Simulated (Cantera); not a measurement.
An isothermal, constant-pressure homogeneous reactor starts with 0.107 % CO, 1.79 % O₂, 8.59 % H₂O, 89.5 % N₂, at 1300 K and 1.10 bar.

Model: GRI-Mech 3.0 (53 species, 325 reactions), integrated in Cantera.

Q: Predict: x(CO) at 40.0 s; x(O₂) at 40.0 s; x(H₂O) at 40.0 s; x(NO) at 40.0 s; x(OH) at 40.0 s.

A: 
- x(CO) at 40.0 s = 1.20e-9 (gas-phase equilibrium 1.20e-9)
- x(O₂) at 40.0 s = 0.0174 (gas-phase equilibrium 0.0173)
- x(H₂O) at 40.0 s = 0.0860 (gas-phase equilibrium 0.0860)
- x(NO) at 40.0 s = 3.04e-9 (gas-phase equilibrium 0.000122)
- x(OH) at 40.0 s = 5.11e-6 (gas-phase equilibrium 5.11e-6)
